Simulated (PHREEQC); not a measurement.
Solution (25 °C): 7.4e-05 mol Ag2SO4 and 0.3 mol KNO3 per kg of water. Closed to the air; pH follows from the charge balance.

The numbers come from PHREEQC with the ion-association model, wateq4f.dat.

This is a speciation only: nothing precipitates in the calculation.

Problem. Estimate the pH, activity of water.

Solution. pH 6.97; activity of water 0.990.

Problem. In which forms is Ag present?

Solution. Ag+ 93 %, AgNO3 6.5 % of the Ag.
